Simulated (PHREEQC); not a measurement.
Nickel, zinc or cadmium bath

Make-up at 25 °C and 500 atm: 0.044 mol ZnSO4, 0.00023 mol NaOH and 0.043 mol HCl per kg of water. Closed to the air; pH follows from the charge balance.

Model: ion-association model, phreeqc.dat, run in PHREEQC.

This is a speciation only: nothing precipitates in the calculation.

Task: What pH does the model give?

Result: pH 1.59.

Task: In which forms is Zn present?

Result: Zn+2 71 %, ZnSO4 18 %, Zn(SO4)2-2 7.1 %, ZnCl+ 3.3 % of the Zn.

Under pressure, the constants of complexes without a molar volume in the database are unreliable.
